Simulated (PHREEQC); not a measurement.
## Alkaline etch or developer: an equilibrium model

Dissolve 8.2 mmol/kgw LiOH and 0.04 mmol/kgw K2CO3 at 61 °C. Closed to the air; pH follows from the charge balance.

Model: Pitzer model, pitzer.dat, run in PHREEQC.

The pH is 10.86 and the ionic strength is 0.00831 mol/kgw. The specific conductance is 3530 µS/cm and the osmotic coefficient is 0.966. The total alkalinity is 8.28 meq/kg.

```tsv
species	molality	activity	log γ
OH-	0.00821	0.00738	-0.046
Li+	0.00820	0.00739	-0.045
K+	8.00e-5	7.25e-5	-0.043
CO3-2	3.51e-5	2.24e-5	-0.195
HCO3-	4.89e-6	4.39e-6	-0.047
```

No solid was allowed to form. At this temperature some constants are extrapolated from 25 °C, and those without enthalpy data are left unchanged.
